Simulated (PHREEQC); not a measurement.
Solution (70 °C): 0.0027 mol CdCl2, 0.0013 mol NaCl and 0.033 mol FeSO4 per kg of water. Closed to the air; pH follows from the charge balance.

Computed with PHREEQC (ion-association model, wateq4f.dat).

```json
{
  "pH": "5.42",
  "ionic_strength": "0.0738 mol/kgw"
}
```

```json
[
 {"species": "Fe+2", "molality": "0.0174", "activity": "0.00707", "log γ": "-0.392"},
 {"species": "SO4-2", "molality": "0.0161", "activity": "0.00614", "log γ": "-0.419"},
 {"species": "FeSO4", "molality": "0.0155", "activity": "0.0158", "log γ": "0.007"},
 {"species": "Cl-", "molality": "0.00632", "activity": "0.00486", "log γ": "-0.114"},
 {"species": "Na+", "molality": "0.00125", "activity": "0.000981", "log γ": "-0.106"},
 {"species": "Cd+2", "molality": "0.00122", "activity": "0.000458", "log γ": "-0.428"},
 {"species": "CdSO4", "molality": "0.00101", "activity": "0.00103", "log γ": "0.007"},
 {"species": "CdCl+", "molality": "0.000310", "activity": "0.000242", "log γ": "-0.107"},
 {"species": "Cd(SO4)2-2", "molality": "0.000146", "activity": "5.46e-5", "log γ": "-0.428"},
 {"species": "FeCl+", "molality": "6.03e-5", "activity": "4.74e-5", "log γ": "-0.104"},
 {"species": "NaSO4-", "molality": "4.89e-5", "activity": "3.87e-5", "log γ": "-0.102"},
 {"species": "FeOH+", "molality": "1.39e-5", "activity": "1.10e-5", "log γ": "-0.104"},
 {"species": "HSO4-", "molality": "8.94e-6", "activity": "6.98e-6", "log γ": "-0.107"},
 {"species": "CdCl2", "molality": "5.57e-6", "activity": "5.67e-6", "log γ": "0.007"},
 {"species": "H+", "molality": "4.58e-6", "activity": "3.78e-6", "log γ": "-0.083"}
]
```

Precipitation was switched off in this run. Species that the database lacks are ignored. Constants without temperature data keep their 25 °C values here.
